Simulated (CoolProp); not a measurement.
C3F8 (R218) at several states: Z from the reference equation and from simpler models built on Tc = 345.0 K, pc = 2.640 MPa, ω = 0.317; each cubic takes its own stable root.

Computed with CoolProp (reference Helmholtz-energy equation of state, Lemmon 2006). It is a short technical equation, of lower accuracy than the large ones.

```csv
T (K),p (MPa),phase,reference,Redlich-Kwong,Soave-Redlich-Kwong,Peng-Robinson
187,0.0135,liquid,0.0009108,0.9906,0.0009642,0.0008564
416.2,3.72,supercritical,0.7384,0.6980,[?],[?]
340.9,0.272,gas,[?],[?],[?],0.9585
```

Task: Fill in the missing entries.

Result: 
- 416.2, Soave-Redlich-Kwong: 0.7594
- 416.2, Peng-Robinson: 0.7274
- 340.9, reference: 0.9638
- 340.9, Redlich-Kwong: 0.9628
- 340.9, Soave-Redlich-Kwong: 0.9625

At some of these states Redlich-Kwong gives the other phase, because its saturation line lies elsewhere.
